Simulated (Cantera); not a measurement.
Charge: 1 mol Al(CH3)3, 78 mol NH3, 44 mol N2, equilibrated at 650 K and 13.3 mbar.

Equilibrium computed with Cantera from the NASA thermochemical tables; the gas is ideal and each condensed phase is pure. Candidate condensed phases: Al, AlN, C, C6H6, C7H8, C8H18; 97 gas species. The feed counts by its element totals alone. Equilibrium is a limit: real reactors are often held back by kinetics, nucleation or transport.

Base state: H2 0.575, N2 0.410, CH4 0.0149, NH3 6.97e-5 (mole fractions); condensed: AlN(s).

What changes in the equilibrium state with this change: temperature from 650 K to 1048.15 K?


| species | before | after |
|---|---|---|
| H2 | 0.575 | 0.595 |
| N2 | 0.410 | 0.405 |
| CH4 | 0.0149 | 0.000275 |
| NH3 | 6.97e-5 | 1.67e-6 |
| AlN(s), mol | 1.00 | 1.00 |
| C(graphite), mol | 0 | 2.94 |
